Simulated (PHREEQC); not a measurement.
Make-up at 25 °C: 1.4 mmol/kgw NH3. Closed to the air; pH follows from the charge balance.

All values are PHREEQC results (ion-association model, phreeqc.dat), not measurements.

This is a speciation only: nothing precipitates in the calculation.

### Question
Estimate the pH, ionic strength.

### Answer
pH 10.17; ionic strength 0.000151 mol/kgw.

### Question
In which forms is N present?

### Answer
NH3 89 %, NH4+ 11 % of the N.
